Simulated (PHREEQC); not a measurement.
Solution (25 °C): 0.58 mmol/kgw H2S. Closed to the air; pH follows from the charge balance.

All values are PHREEQC results (ion-association model, phreeqc.dat), not measurements.

- pH: 5.09
- ionic strength: 8.11e-6 mol/kgw

```csv
species,molality,activity,log γ
H2S,0.000572,0.000572,0.000
H+,8.11e-6,8.09e-6,-0.001
HS-,8.11e-6,8.09e-6,-0.001
OH-,1.26e-9,1.25e-9,-0.001
```

No solid was allowed to form.
